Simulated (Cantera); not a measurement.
Feed: 1 mol PbO, 0.87 mol CO, 4.9 mol H₂, equilibrated at 1375 K and 1 atm.

Method: chemical equilibrium by Gibbs-energy minimisation in Cantera with the NASA 1993 tables (ideal gas, pure condensed phases). Candidate condensed phases: C, C₆H₆, C₇H₈, C₈H₁₈, H₂O, Pb, PbO, PbO₂, Pb₃O₄; 113 gas species. Equilibrium is a limit: real reactors are often held back by kinetics, nucleation or transport.

Base state: H₂ 0.686, H₂O 0.157, CO 0.135, CO₂ 0.0149, Pb 0.00648 (mole fractions); condensed: Pb(l).

### Question
What changes in the equilibrium state with this change: temperature from 1375 K to 1025 K?

### Answer
```json
[
 {"species": "H₂", "before": "0.686", "after": "0.699"},
 {"species": "H₂O", "before": "0.157", "after": "0.149"},
 {"species": "CO", "before": "0.135", "after": "0.115"},
 {"species": "CO₂", "before": "0.0149", "after": "0.0318"},
 {"species": "Pb", "before": "0.00648", "after": "2.75e-5"},
 {"species": "CH₄", "before": "6.52e-6", "after": "0.00530"},
 {"species": "Pb(l), mol", "before": "0.962", "after": "1.000"}
]
```

### Question
What changes in the equilibrium state with this change: pressure from 1 atm to 0.0530 bar?

### Answer
| species | before | after |
|---|---|---|
| H₂ | 0.686 | 0.605 |
| H₂O | 0.157 | 0.139 |
| Pb | 0.00648 | 0.124 |
| CO₂ | 0.0149 | 0.0132 |
| CO | 0.135 | 0.119 |
| Pb₂ | 1.13e-6 | 2.17e-5 |
| H | 2.82e-6 | 1.16e-5 |
| Pb(l), mol | 0.962 | 0.184 |
